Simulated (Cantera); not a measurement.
Carbothermic reduction: Fe3O4 + C + CO + CH4

Feed: 1 mol Fe3O4, 2.4 mol C, 0.091 mol CO, 2 mol CH4.

These are equilibrium values from Cantera (NASA tables, ideal gas, pure condensed phases), not measurements of a reactor. Candidate condensed phases: C, C6H6, C7H8, C8H18, Fe, Fe(CO)5, FeO, Fe(OH)2, Fe(OH)3, Fe2O3, Fe3O4, H2O; 114 gas species. Iron dissolves carbon and melts from about 1420 K in contact with it, which pure phases cannot show. Condensed phases not in the tables: cementite and carbon dissolved in iron. Rates play no part.

**Question.** Map the stable condensed phases over T = 1600, 1625, 1650, 1675, 1700, 1725, 1750, 1775, 1800 °C and P in Pa = 10, 36, 130, 460, 1700, 6000, 22000, 77000, 280000, 1000000.

**Answer.** 
```
T in °C \ P in Pa
              10      36     130     460    1700    6000   22000   77000  280000 1000000
   1800        A       A       A       B       B       B       B       B       B       B
   1775        A       A       A       B       B       B       B       B       B       B
   1750        A       A       A       B       B       B       B       B       B       B
   1725        A       A       A       B       B       B       B       B       B       B
   1700        A       A       B       B       B       B       B       B       B       B
   1675        A       A       B       B       B       B       B       B       B       B
   1650        A       A       B       B       B       B       B       B       B       B
   1625        A       A       B       B       B       B       B       B       B       B
   1600        A       B       B       B       B       B       B       B       B       B
```
A: C; B: C + Fe.
